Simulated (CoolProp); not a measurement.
Properties of n-butane along the isotherm 293.3 K (Tc = 425.1 K, pc = 3796 kPa, ω = 0.201).

Model: reference Helmholtz-energy equation of state, Bücker 2006, in CoolProp.

| p (kPa) | phase | density (kg/m³) | isothermal compressibility (1/MPa) | conductivity (mW/(m K)) | Prandtl number | fugacity coefficient |
|---|---|---|---|---|---|---|
| 1330 | liquid | 580.2 | 0.002754 | … | 3.77 | 0.1539 |
| 2670 | liquid | 582.3 | 0.002650 | 109 | … | 0.08097 |
| 4000 | liquid | 584.4 | 0.002555 | 110 | … | 0.05706 |
| 5330 | liquid | 586.3 | 0.002468 | 110 | 3.82 | 0.04521 |
| 6670 | liquid | … | 0.002387 | 111 | 3.83 | 0.03814 |
| 8000 | liquid | 590.1 | 0.002312 | 112 | 3.85 | … |
| 9330 | liquid | 591.9 | 0.002242 | 113 | … | … |
| 10700 | liquid | 593.7 | 0.002175 | 114 | 3.89 | 0.02797 |
| 12000 | liquid | 595.3 | … | 115 | 3.90 | 0.02628 |

Task: Some entries are withheld; supply them.

Result: 
- 1330, conductivity (mW/(m K)): 108
- 2670, Prandtl number: 3.78
- 4000, Prandtl number: 3.80
- 6670, density (kg/m³): 588.2
- 8000, fugacity coefficient: 0.03356
- 9330, Prandtl number: 3.87
- 9330, fugacity coefficient: 0.03036
- 12000, isothermal compressibility (1/MPa): 0.002116

Viscosity comes from a separate model (Vogel 1999). Thermal conductivity comes from a separate model (Perkins 2002).
